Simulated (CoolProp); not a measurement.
R410A along the isotherm 348.9 K: fugacity coefficient from the reference equation and from simpler models built on Tc = 344.5 K, pc = 4901 kPa, ω = 0.296; each cubic takes its own stable root.

Values from CoolProp's reference Helmholtz-energy equation of state, Lemmon 2003. It is a pseudo-pure fit of the blend.

| p (kPa) | phase | reference | van der Waals | Soave-Redlich-Kwong | Peng-Robinson |
|---|---|---|---|---|---|
| 1530 | gas | 0.8917 | 0.9107 | 0.9000 | 0.8896 |
| 3060 | gas | 0.7877 | 0.8214 | 0.8028 | 0.7848 |
| 4590 | gas | 0.6844 | 0.7282 | 0.7050 | 0.6823 |
| 6130 | supercritical | 0.5659 | 0.6129 | 0.5924 | 0.5690 |
| 7660 | supercritical | 0.4760 | 0.5292 | 0.5063 | 0.4834 |
| 9190 | supercritical | 0.4155 | 0.4732 | 0.4478 | 0.4251 |
| 10700 | supercritical | 0.3727 | 0.4343 | 0.4063 | 0.3836 |
| 12300 | supercritical | 0.3390 | 0.4042 | 0.3737 | 0.3509 |
